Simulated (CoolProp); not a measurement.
A single-stage vapour-compression cycle with the fluid: evaporating at 288.15 K (dew point), condensing at 354.15 K (bubble point), superheat 8 K, subcooling 2 K, compressor efficiency 0.75, no pressure losses. The same conditions are run with several fluids, on thermodynamics alone (safety and materials aside).

The numbers come from the reference Helmholtz-energy equation of state of each fluid (vinyl chloride: Thol 2022; trans-2-butene: Lemmon 2005; R124: de Vries 1995; R1224YDZ: Akasaka 2023; R245ca: Zhou 2016; R1336mzz(E): Akasaka 2023) in CoolProp.

**Question.** Rank vinyl chloride, trans-2-butene, R124, R1224YDZ, R245ca, R1336mzz(E) by cooling COP, highest first.

**Answer.** vinyl chloride (2.53), trans-2-butene (2.40), R245ca (2.35), R1224YDZ (2.28), R124 (2.09), R1336mzz(E) (2.01)

| fluid | pressure ratio | discharge temperature (K) | refrigerating effect (kJ/kg) | volumetric capacity (kJ/m³) |
|---|---|---|---|---|
| vinyl chloride | 5.48 | 407.5 | 236 | 1840 |
| trans-2-butene | 6.02 | 370.3 | 247 | 1000 |
| R124 | 5.80 | 365.9 | 81.4 | 1360 |
| R1224YDZ | 7.39 | 361.2 | 98.7 | 634 |
| R245ca | 8.75 | 361.0 | 126 | 472 |
| R1336mzz(E) | 7.26 | 355.4 | 74.1 | 700 |
